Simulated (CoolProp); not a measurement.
Hydrogen chloride along the isobar 11 MPa: fugacity coefficient from the reference equation and from simpler models built on Tc = 324.7 K, pc = 8.314 MPa, ω = 0.130; each cubic takes its own stable root.

Model: reference Helmholtz-energy equation of state, Thol 2018, in CoolProp.

| T (K) | phase | reference |
|---|---|---|
| 215.6 | liquid | 0.03981 |
| 263.6 | liquid | 0.1750 |
| 311.6 | liquid | 0.4304 |
| 359.6 | supercritical | 0.6760 |
| 407.6 | supercritical | 0.7832 |
| 455.6 | supercritical | 0.8480 |
| 503.6 | supercritical | 0.8915 |

Q: How far does each simpler model (van der Waals, Redlich-Kwong, Soave-Redlich-Kwong, Peng-Robinson) lie from the reference over these 7 states: mean and median of the absolute difference, and the worst?

A: 
- van der Waals: mean 49.0 %, median 2.9 %, worst +242.6 % at 215.6 K and 11 MPa
- Redlich-Kwong: mean 7.4 %, median 1.8 %, worst +22.8 % at 215.6 K and 11 MPa
- Soave-Redlich-Kwong: mean 4.3 %, median 3.3 %, worst +7.1 % at 263.6 K and 11 MPa
- Peng-Robinson: mean 1.1 %, median 0.8 %, worst +2.9 % at 263.6 K and 11 MPa
